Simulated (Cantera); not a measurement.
A Cantera script and what it prints.

```python
import numpy as np
import cantera as ct

gas_names = [...]  # 136 gases of nasa_gas.yaml made of C, H, N, O
cond_names = """
    C(gr) C6H6(L) C7H8(L) C8H18(L),n-octa H2O(s) H2O(L)
""".split()


# ... load() reads the species with a 1 bar reference pressure and builds the phases ...
atoms = {
    'acetone': {'C': 3, 'H': 6, 'O': 1},
    'H2': {'H': 2},
    'N2': {'N': 2},
}
top_T = {'C(gr)': 4500}  # K; cautious upper limits of use, not melting points


# ... equilibrate(T, P, feed) seeds the gas with the atoms and calls Mixture.equilibrate('TP', solver="vcs", rtol=1e-11, max_steps=5000) ...
results = []
feed = {'acetone': 1, 'H2': 0.89, 'N2': 0.4}  # mol
T = 1850  # K
P = 2800  # Pa
mix = equilibrate(T, P, feed)
results.append((T, P, feed, dict(zip(mix.species_names, mix.species_moles))))
print(gas.report(threshold=1e-05))
for i in range(1, mix.n_phases):
    print(f"{mix.phase(i).name:16s} {mix.phase_moles(i):12.5e} mol")
```

Result:

```
       temperature   1850 K
          pressure   2800 Pa
           density   0.0016221 kg/m^3
  mean mol. weight   8.911 kg/kmol
   phase of matter   gas

                          1 kg             1 kmol
                     ---------------   ---------------
          enthalpy        3.2324e+06        2.8803e+07  J
   internal energy        1.5062e+06        1.3422e+07  J
           entropy             26933           2.4e+05  J/K
    Gibbs function       -4.6594e+07        -4.152e+08  J
 heat capacity c_p            3847.9             34288  J/K
 heat capacity c_v            2914.8             25974  J/K

                      mass frac. Y      mole frac. X     chem. pot. / RT
                     ---------------   ---------------   ---------------
                CO           0.59339           0.18878           -39.868
    C2H2,acetylene        0.00055929         0.0001914           -28.326
                 H        0.00031154         0.0027541           -11.561
               HCN         0.0055135         0.0018179           -30.589
               HNC        0.00023338        7.6949e-05           -30.589
                H2           0.16556           0.73181           -23.123
                N2           0.23441          0.074564           -32.852
     [ +129 minor]        2.2152e-05        1.1879e-05

C(gr)             1.98788e+00 mol
```

These are equilibrium values from Cantera (NASA tables, ideal gas, pure condensed phases), not measurements of a reactor. The feed counts by its element totals alone.
